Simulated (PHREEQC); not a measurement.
1 kg of water holding 0.0096 mol/kgw NaCl, 0.51 mol/kgw Na2SO4, 0.035 mol/kgw NaOH and 0.0066 mol/kgw Na2CO3 is evaporated at 25 °C; the solids stay in contact with the brine. No CO2 enters from the air. The run lets Burkeite, Halite, Mirabilite, Nahcolite, Natron, Thenardite, Trona precipitate or redissolve, and no other solid.

The numbers come from PHREEQC with the Pitzer model, pitzer.dat.

### Question
Predict Thenardite (mol) at water left (kg) = 0.01662, 0.01662.

### Answer
```
water left (kg)  Thenardite (mol)
---------------  ----------------
0.01662                     0.138
0.01662                     0.438
```
